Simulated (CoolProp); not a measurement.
Properties of acetone along the isotherm 245.65 °C (Tc = 235.0 °C, pc = 46.92 bar, ω = 0.307).

Computed with CoolProp (reference Helmholtz-energy equation of state, Lemmon 2006). It is a short technical equation, of lower accuracy than the large ones.

```
p (bar)          phase  density (kg/m³)  cp (kJ/(kg K))  cv (kJ/(kg K))  fugacity coefficient
-------  -------------  ---------------  --------------  --------------  --------------------
21.3               gas            35.06           2.261           1.900                0.8406
42.7               gas            100.8           3.636           2.122                0.6907
64       supercritical            402.6           4.702           2.129                0.5337
85.3     supercritical            458.4           3.424           2.060                0.4278
107      supercritical            486.6           3.123           2.036                0.3627
128      supercritical            505.8           2.979           2.022                0.3210
149      supercritical            520.9           2.889           2.014                0.2913
171      supercritical            533.9           2.824           2.008                0.2685
192      supercritical            544.7           2.777           2.004                0.2520
213      supercritical            554.2           2.740           2.001                0.2392
235      supercritical            563.0           2.709           1.998                0.2286
```

The peak of cp marks the crossing from liquid-like to gas-like fluid above the critical point.
